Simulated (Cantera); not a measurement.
# Transport properties of process gases

Gas mixture: 100 % O2, at 101000 Pa, frozen composition.

Cantera's kinetic-theory transport with the Lennard-Jones parameters of GRI-Mech 3.0, ideal gas; thermal conductivity in the multicomponent form.

```tsv
T (K)	ρ (kg/m³)	cp (J/kg/K)	μ (µPa s)	λ (mW/m/K)	Pr	D (cm²/s) CH3	D (cm²/s) H2	D (cm²/s) NH3
400	0.975	941.4	25.6	33.9	0.712	0.379	1.32	0.385
600	0.650	1003	34.1	48.1	0.710	0.764	2.60	0.812
800	0.487	1055	41.4	61.5	0.710	1.24	4.20	1.35
1000	0.390	1090	47.9	73.7	0.709	1.81	6.08	2.00
1200	0.325	1114	54.0	84.9	0.708	2.46	8.23	2.73
1400	0.279	1134	59.7	95.6	0.708	3.18	10.6	3.55
1600	0.244	1151	65.1	106	0.708	3.97	13.2	4.44
1800	0.217	1167	70.2	116	0.707	4.82	16.1	5.42
2000	0.195	1181	75.2	126	0.707	5.74	19.2	6.46
```
D: mixture-averaged diffusion coefficient of that species in the mixture.
